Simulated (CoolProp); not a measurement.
The fluoroketone C6F12O (FK-5-1-12) at several states: fugacity coefficient from the reference equation and from simpler models built on Tc = 441.8 K, pc = 1869 kPa, ω = 0.471; each cubic takes its own stable root.

The numbers come from the reference Helmholtz-energy equation of state, McLinden 2015 in CoolProp.

```json
[
 {"T (K)": "230", "p (kPa)": "26.8", "phase": "liquid", "reference": "0.02753"},
 {"T (K)": "189.5", "p (kPa)": "1840", "phase": "liquid", "reference": "7.174e-6"},
 {"T (K)": "261.4", "p (kPa)": "27", "phase": "liquid", "reference": "0.2386"},
 {"T (K)": "246.8", "p (kPa)": "700", "phase": "liquid", "reference": "0.003895"},
 {"T (K)": "331.7", "p (kPa)": "4110", "phase": "liquid", "reference": "0.04239"},
 {"T (K)": "310.3", "p (kPa)": "44.2", "phase": "gas", "reference": "0.9695"}
]
```

Problem. How far does each simpler model (van der Waals, Redlich-Kwong) lie from the reference over these 6 states: mean and median of the absolute difference, and the worst?

Solution. 
- van der Waals: mean 30721.8 %, median 1888.4 %, worst +176370.6 % at 189.5 K and 1840 kPa
- Redlich-Kwong: mean 898.4 %, median 440.6 %, worst +3525.6 % at 189.5 K and 1840 kPa

At some of these states van der Waals, Redlich-Kwong gives the other phase, because its saturation line lies elsewhere.
